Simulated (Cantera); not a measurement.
Charge: 1 mol Al, 7.5 mol HCl, equilibrated at 698 K and 0.00120 bar.

Cantera equilibrium calculation (NASA polynomials, part measured and part estimated; ideal gas, pure solids and liquids). Candidate condensed phases: Al, AlCl3; 12 gas species. Equilibrium is a limit: real reactors are often held back by kinetics, nucleation or transport.

Base state: HCl 0.644, H2 0.215, AlCl3 0.141, Al2Cl6 0.00109 (mole fractions); condensed: gas only.

### Question
What changes in the equilibrium state with this change: HCl from 7.5 to 5.2 mol?

### Answer
```json
[
 {"species": "HCl", "before": "0.644", "after": "0.469"},
 {"species": "H2", "before": "0.215", "after": "0.320"},
 {"species": "AlCl3", "before": "0.141", "after": "0.208"},
 {"species": "Al2Cl6", "before": "0.00109", "after": "0.00239"}
]
```

### Question
What changes in the equilibrium state with this change: HCl from 7.5 to 2.8 mol?

### Answer
```tsv
species	before	after
H2	0.215	0.605
AlCl3	0.141	0.387
Al2Cl6	0.00109	0.00823
HCl	0.644	7.99e-7
AlCl	<1e-9	0.000267
AlCl2	<1e-9	0.000129
Al(s), mol	0	0.0662
```
The tables' values for AlCl2 are old estimates; treat these amounts as uncertain.
